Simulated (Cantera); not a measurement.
**Gas-phase reforming**

An isothermal, constant-pressure homogeneous reactor starts with 45.0 % CH4, 55.0 % CO2, at 1325 K and 101000 Pa.

Computed with Cantera and GRI-Mech 3.0 (53 species, 325 reactions).

```
t (s)     x CH4  x CO2   x HO2     x HCO    x CH3
--------  -----  -----  ------  --------  -------
2.00e-5   0.450  0.550  <1e-12    <1e-12  1.66e-7
4.85e-5   0.450  0.550  <1e-12    <1e-12  4.03e-7
0.000118  0.450  0.550  <1e-12    <1e-12  9.74e-7
0.000285  0.450  0.550  <1e-12    <1e-12  2.33e-6
0.000691  0.450  0.550  <1e-12    <1e-12  5.18e-6
0.00168   0.450  0.550  <1e-12    <1e-12  8.80e-6
0.00406   0.450  0.550  <1e-12    <1e-12  1.01e-5
0.00985   0.450  0.550  <1e-12    <1e-12  1.09e-5
0.0239    0.450  0.550  <1e-12    <1e-12  1.25e-5
0.0579    0.449  0.550  <1e-12  1.88e-12  1.54e-5
0.140     0.449  0.550  <1e-12  4.07e-12  1.93e-5
0.340     0.446  0.549  <1e-12  5.70e-12  2.20e-5
0.825     0.439  0.547  <1e-12  5.75e-12  2.16e-5
2.00      0.423  0.539  <1e-12  5.65e-12  1.98e-5
```
x: mole fraction; the columns are a selection and need not sum to one.

Equilibrium at this temperature and pressure: CH4 6.44e-5, CO2 0.0201, HO2 <1e-12, HCO 1.97e-9, CH3 3.13e-9 (gas phase only).
